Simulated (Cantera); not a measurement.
**Moist CO burnout**

An isothermal, constant-pressure homogeneous reactor starts with 0.456 % CO, 2.33 % O2, 0.136 % H2O, 97.1 % N2, equivalence ratio 0.098, at 1000 K and 1000000 Pa.

Computed with Cantera and GRI-Mech 3.0 (53 species, 325 reactions).

```csv
t (s),x CO,x O2,x H2O,x N2O,x HO2,x H2O2,x NO2
9.00e-6,0.00456,0.0233,0.00136,<1e-12,<1e-12,<1e-12,<1e-12
3.88e-5,0.00456,0.0233,0.00136,<1e-12,<1e-12,<1e-12,<1e-12
0.000167,0.00456,0.0233,0.00136,<1e-12,1.23e-11,<1e-12,<1e-12
0.000722,0.00456,0.0233,0.00136,1.42e-12,1.64e-10,<1e-12,<1e-12
0.00311,0.00456,0.0233,0.00136,9.77e-12,1.15e-9,<1e-12,<1e-12
0.0134,0.00456,0.0233,0.00136,5.07e-11,5.96e-9,6.73e-12,<1e-12
0.0579,0.00456,0.0233,0.00136,3.33e-10,3.80e-8,3.03e-10,<1e-12
0.249,0.00451,0.0233,0.00136,5.97e-9,3.59e-7,2.85e-8,<1e-12
1.08,0.00402,0.0230,0.00136,5.60e-8,4.55e-7,4.62e-8,1.13e-11
4.64,0.00246,0.0223,0.00136,2.38e-7,3.94e-7,3.46e-8,2.17e-10
20.0,0.000490,0.0213,0.00136,5.52e-7,1.96e-7,8.58e-9,1.58e-9
```
x: mole fraction; the columns are a selection and need not sum to one.

Equilibrium at this temperature and pressure: CO <1e-12, O2 0.0211, H2O 0.00136, N2O 3.20e-9, HO2 3.44e-11, H2O2 1.76e-12, NO2 5.94e-7 (gas phase only).
